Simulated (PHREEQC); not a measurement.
A solution holds 13 mmol/kgw NH4HS, 27 mmol/kgw NaCl and 0.22 mmol/kgw MnCl2, at 20 °C. Closed to the air; pH follows from the charge balance.

Equilibrium calculation in PHREEQC: ion-association model, wateq4f.dat.

No solid was allowed to form.

Task: Order these Mn species by the share of Mn that they hold, largest first: MnCl+, Mn+2, MnOH+.

Result: Mn+2 (94 %), MnCl+ (5.3 %), MnOH+ (0.16 %)

The pH is 8.20 and the ionic strength 0.0400 mol/kgw. The polysulfide entries of wateq4f.dat were taken out for this run.
